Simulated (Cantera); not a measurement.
Feed: 1 mol SiH₂Cl₂, a varied amount of H₂, equilibrated at 1673 K and 3100 Pa.

Method: chemical equilibrium by Gibbs-energy minimisation in Cantera with the NASA 1993 tables (ideal gas, pure condensed phases). Candidate condensed phases: Si; 19 gas species. The tables' values for SiCl₃, SiCl are old estimates; treat these amounts as uncertain. Gases not in the tables: Si₂H₆ and higher silanes. Equilibrium is a limit: real reactors are often held back by kinetics, nucleation or transport.

x: gas mole fraction; n: condensed amount in mol.

```tsv
n(H₂) (mol)	x H₂	x HCl	x SiCl₂	x H	x SiCl₃	x Cl	n Si(s)
14	0.899	0.0767	0.0236	0.000613	0.000310	[?]	0.616
23	0.932	0.0556	0.0120	0.000624	0.000112	[?]	0.696
37	0.954	0.0394	0.00586	0.000632	3.84e-5	[?]	0.768
61	0.970	0.0265	0.00260	0.000637	1.14e-5	[?]	0.833
99	0.981	0.0175	0.00113	0.000641	3.24e-6	[?]	0.882
160	0.987	0.0114	0.000473	0.000643	8.79e-7	[?]	0.918
260	0.992	0.00724	0.000191	0.000644	2.25e-7	[?]	0.942
430	0.995	0.00448	7.26e-5	0.000645	5.30e-8	[?]	0.955
700	0.997	0.00279	2.81e-5	0.000646	1.28e-8	[?]	0.959
1100	0.998	0.00179	1.16e-5	0.000646	3.37e-9	[?]	0.955
```

Some entries are withheld; supply them.


- 14, x Cl: 4.09e-5
- 23, x Cl: 2.91e-5
- 37, x Cl: 2.04e-5
- 61, x Cl: 1.36e-5
- 99, x Cl: 8.93e-6
- 160, x Cl: 5.79e-6
- 260, x Cl: 3.67e-6
- 430, x Cl: 2.27e-6
- 700, x Cl: 1.41e-6
- 1100, x Cl: 9.05e-7
